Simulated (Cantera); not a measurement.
Charge: 1 mol CH3OH, 0.097 mol O2, at 100000 Pa.

Cantera equilibrium calculation (NASA polynomials, part measured and part estimated; ideal gas, pure solids and liquids). Candidate condensed phases: C, C6H6, C7H8, C8H18, H2O; 131 gas species. Ions and electrons are included (thermal ionisation). Rates play no part.

Task: At 3477 °C, list the 7 most abundant gas species with their mole fractions, and the condensed phases.

Result: H 0.480, CO 0.243, H2 0.229, O 0.0174, OH 0.0145, H2O 0.0133, CO2 0.00163. Condensed: gas only.
